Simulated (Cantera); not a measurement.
# Equilibrium for halide evaporation, hydrolysis and transport: PbF2 + H2

Feed: 1 mol PbF2, a varied amount of H2, at 6.10 Pa.

These are equilibrium values from Cantera (NASA tables, ideal gas, pure condensed phases), not measurements of a reactor. Candidate condensed phases: Pb, PbF2; 16 gas species. Rates play no part.

Question: Map the stable condensed phases over T = 650, 700, 750, 800, 850, 900, 950, 1000, 1050 K and n(H2) in mol = 0.35, 0.69, 1.4, 2.7, 5.4, 11, 21, 42, 83.

Answer: 
```
T in K \ n(H2) in mol
         0.35 0.69  1.4  2.7  5.4   11   21   42   83
   1050     A    A    A    A    A    A    A    A    A
   1000     B    B    B    A    A    A    A    A    A
    950     B    B    B    B    B    A    A    A    A
    900     B    B    B    B    B    B    B    B    A
    850     C    C    B    B    B    B    B    B    B
    800     C    C    B    B    B    B    B    B    B
    750     C    C    B    B    B    B    B    B    B
    700     C    C    B    B    B    B    B    B    B
    650     C    C    B    B    B    B    B    B    B
```
A: gas only; B: Pb; C: Pb + PbF2.
